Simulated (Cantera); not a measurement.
A closed system holds: 1 mol HF, 0.2 mol H₂, equilibrated at 352 °C and 113000 Torr.

Equilibrium computed with Cantera from the NASA thermochemical tables; the gas is ideal and each condensed phase is pure. The ideal-gas law is rough above about 30 bar. Kinetics and transport are ignored.

Base state: HF 0.795, H₂ 0.172, H₂F₂ 0.0316, H₃F₃ 0.000973, H₄F₄ 7.93e-5 (mole fractions); condensed: gas only.

Problem. What changes in the equilibrium state with this change: HF replaced by H₂S?

Solution. 
```tsv
species	before	after
H₂S	0	0.833
H₂	0.172	0.167
HF	0.795	0
H₂F₂	0.0316	0
H₃F₃	0.000973	0
H₄F₄	7.93e-5	0
```
Further candidate phases: S.
